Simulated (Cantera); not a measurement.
Feed: 1 mol ZrO₂, 28 mol H₂, 1.5 mol H₂O, at 1875 °C and 0.000170 bar.

These are equilibrium values from Cantera (NASA tables, ideal gas, pure condensed phases), not measurements of a reactor. Candidate condensed phases: H₂O, Zr, ZrO₂; 12 gas species. Rates play no part.

Problem. What is the equilibrium state?

Solution. 
* **x(H₂)**: 0.690
* **x(H)**: 0.266
* **x(H₂O)**: 0.0414
* **x(OH)**: 0.00205
* **x(O)**: 0.000556
* **x(O₂)**: 1.41e-5
* **x(ZrO₂)**: 4.81e-6
* **n(ZrO₂(tetragonal))**: 1.000 mol
* **gas amount**: 34.08 mol
* **log10 activity of Zr(l) (absent)**: -8.45
